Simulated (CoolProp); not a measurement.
A simple Rankine cycle with neopentane: condensing at 289.15 K, boiler at 1.18 MPa, turbine inlet 390.7 K, turbine efficiency 0.9, pump efficiency 0.8, no recuperator. Each further row changes one setting.

Model: reference Helmholtz-energy equation of state, Lemmon 2006, in CoolProp. It is a short technical equation, of lower accuracy than the large ones.

| case | thermal efficiency (%) | net work (kJ/kg) | heat in (kJ/kg) | turbine exit temperature (K) | volume ratio over the turbine |
|---|---|---|---|---|---|
| as stated | 15.5 | 73.3 | 474 | 339.4 | 9.89 |
| turbine inlet 410.7 K | 15.2 | 79.2 | 522 | 360.8 | 9.58 |
| condensing temperature 281.15 K | 16.8 | 82.7 | 492 | 333.8 | 13.0 |
| boiler pressure 0.826 MPa | 13.3 | 64.9 | 486 | 349.9 | 6.55 |
| turbine efficiency 0.8 | 13.7 | 64.9 | 474 | 343.7 | 10.0 |
